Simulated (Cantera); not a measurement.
Source: NASA polynomial tables (part measured, part estimated), evaluated in Cantera. Values are per mole of reaction as written; species without (g) are pure solids or liquids, kept so even where they would boil at 1 bar.

CF3(g) + F(g) ⇌ CF4(g)

```
T (K)  ΔH° (kJ)  ΔS° (J/K)  ΔG° (kJ)  log10 K
-----  --------  ---------  --------  -------
300         [?]        [?]       [?]      [?]
1898     -542.2     -166.1    -226.9     6.24
1948     -542.0     -166.0    -218.6     5.86
1998     -541.8     -165.9    -210.3     5.50
2048        [?]        [?]       [?]      [?]
2098     -541.5     -165.7    -193.7     4.82
2148     -541.3     -165.7    -185.4     4.51
2198     -541.1     -165.6    -177.2     4.21
2248     -540.9     -165.5    -168.9     3.92
```

### Question
What belongs in the gaps?

### Answer

- 300, ΔH° (kJ): -542.2
- 300, ΔS° (J/K): -162.5
- 300, ΔG° (kJ): -493.5
- 300, log10 K: 85.92
- 2048, ΔH° (kJ): -541.6
- 2048, ΔS° (J/K): -165.8
- 2048, ΔG° (kJ): -202.0
- 2048, log10 K: 5.15
